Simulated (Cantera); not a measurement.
## Low-pressure radical oxidation in H2/O2

An isothermal, constant-pressure homogeneous reactor starts with H2 : O2 = 0.0073 : 1 (molar parts), equivalence ratio 0.0037, at 1323 K and 0.0133 bar.

Model: the H2/O2 subset of GRI-Mech 3.0, which has no nitrogen chemistry, integrated in Cantera. Radical loss at walls, strong at low pressure, is not modelled.

| t (s) | x H2 | x O2 | x H2O | x H2O2 | x H |
|---|---|---|---|---|---|
| 0.000500 | 0.00725 | 0.993 | 2.02e-8 | 1.01e-11 | 4.54e-9 |
| 0.00136 | 0.00725 | 0.993 | 3.20e-7 | 6.77e-11 | 2.76e-8 |
| 0.00370 | 0.00719 | 0.993 | 4.07e-5 | 4.26e-10 | 2.72e-6 |
| 0.0100 | 9.03e-5 | 0.986 | 0.00655 | 1.41e-8 | 0.000216 |
| 0.0273 | 2.09e-5 | 0.986 | 0.00674 | 9.59e-9 | 0.000169 |
| 0.0743 | 1.89e-5 | 0.987 | 0.00678 | 9.35e-9 | 0.000144 |
| 0.202 | 1.47e-5 | 0.988 | 0.00686 | 8.73e-9 | 9.80e-5 |
| 0.549 | 8.36e-6 | 0.990 | 0.00698 | 7.24e-9 | 4.14e-5 |
| 1.49 | 3.00e-6 | 0.992 | 0.00711 | 4.63e-9 | 8.75e-6 |
| 4.06 | 7.09e-7 | 0.992 | 0.00720 | 2.00e-9 | 1.00e-6 |
| 11.0 | 1.42e-7 | 0.993 | 0.00724 | 6.08e-10 | 8.90e-8 |
| 30.0 | 3.08e-8 | 0.993 | 0.00726 | 1.67e-10 | 9.01e-9 |
x: mole fraction; the columns are a selection and need not sum to one.

Equilibrium at this temperature and pressure: H2 8.24e-9, O2 0.993, H2O 0.00727, H2O2 5.45e-11, H 1.26e-9 (gas phase only).
